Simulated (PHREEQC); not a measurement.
**Metal-bearing waste water**

Make-up at 28 °C: 0.098 mol Pb(NO3)2, 0.00025 mol HCl and 0.038 mol Na2SO4 per kg of water. Closed to the air; pH follows from the charge balance.

Model: ion-association model, phreeqc.dat, run in PHREEQC.

Precipitation was switched off in this run.

### Question
Predict the pH, activity of water.

### Answer
pH 3.82; activity of water 0.994.

### Question
In which forms is Pb present?

### Answer
Pb+2 46 %, PbNO3+ 30 %, PbSO4 23 %, Pb(SO4)2-2 1.4 % of the Pb.

Examples of supersaturated solids here: Anglesite. Others may be too. Species that the database lacks are ignored.
